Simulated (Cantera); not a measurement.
**SiHCl₃ + N₂ + H₂ (silicon nitride deposition)**

Feed: 1 mol SiHCl₃, 19 mol N₂, a varied amount of H₂, equilibrated at 898 K and 1500 Pa.

These are equilibrium values from Cantera (NASA tables, ideal gas, pure condensed phases), not measurements of a reactor. Candidate condensed phases: NH₄Cl, Si, Si₃N₄; 28 gas species. N₂ is the only nitrogen source here; it is nearly inert below about 1500 K, so the nitride shown seldom forms there in practice. Rates play no part.

From 3.1 mol H₂ to 55 mol H₂ the condensed part is Si₃N₄(s). The main Si-bearing gas is SiCl₄ throughout.

```
n(H₂) (mol)  log p N₂  log p H₂  log p HCl  log p SiCl₄  log p SiHCl₃  n Si₃N₄(s)
-----------  --------  --------  ---------  -----------  ------------  ----------
3.1             -1.93     -2.84      -2.76        -4.37         -7.02       0.311
5               -1.96     -2.62      -2.77        -4.83         -7.24       0.325
8.1             -2.01     -2.43      -2.81        -5.35         -7.53       0.330
13              -2.08     -2.27      -2.87        -5.88         -7.83       0.332
21              -2.18     -2.14      -2.96        -6.45         -8.18       0.333
34              -2.30     -2.04      -3.08        -7.04         -8.55       0.333
55              -2.44     -1.97      -3.22        -7.65         -8.95       0.333
```
log p: log10 of the partial pressure in bar; n: condensed amount in mol.
